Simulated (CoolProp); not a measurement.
Vapour pressure (MPa) of dimethyl carbonate: the reference equation beside estimates from Tc = 557.0 K, pc = 4.909 MPa, ω = 0.346.

Model: reference Helmholtz-energy equation of state, Zhou 2011, in CoolProp.

```csv
T (K),reference,Redlich-Kwong,Soave-Redlich-Kwong,Peng-Robinson
317.2,0.01799,0.05683,0.01715,0.01790
319.7,0.02007,___,0.01917,0.01996
322.1,0.02225,0.06751,0.02129,___
324.6,0.02473,0.07352,0.02369,0.02456
327.1,0.02742,0.07993,0.02632,0.02723
329.5,0.03023,0.08649,0.02907,0.03001
332,___,0.09375,0.03218,0.03315
334.5,0.03684,0.1015,0.03555,0.03656
336.9,0.04041,0.1093,0.03906,0.04009
339.4,0.04442,0.1180,0.04301,0.04407
341.9,0.04874,0.1272,___,0.04836
344.3,0.05321,0.1365,0.05170,0.05279
346.8,0.05821,0.1467,0.05665,0.05776
```

Fill in the missing entries.


- 319.7, Redlich-Kwong: 0.06210
- 322.1, Peng-Robinson: 0.02211
- 332, reference: 0.03340
- 341.9, Soave-Redlich-Kwong: 0.04728

Absolute difference from the reference over all 13 rows, mean and median: Redlich-Kwong 182.0 and 180.7 %, Soave-Redlich-Kwong 3.7 and 3.7 %, Peng-Robinson 0.7 and 0.7 %.
